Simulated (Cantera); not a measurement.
Ignition delay

Mixture: CH4 : C2H6 : O2 : N2 = 1 : 0.031 : 1.76 : 7.1 (molar parts), equivalence ratio 1.2, at 101000 Pa, adiabatic and at constant volume. Ignition delay is the time to a rise of 400 K.

Cantera simulation using GRI-Mech 3.0 (53 species, 325 reactions); the numbers are that mechanism's predictions, not measurements.

```
T0 (K)  delay (ms)
------  ----------
1200          22.1
1300          6.02
1400          1.75
1500         0.569
1600         0.217
1700        0.0989
```

```json
{
  "apparent activation energy between 1500 and 1700 K": "190 kJ/mol"
}
```
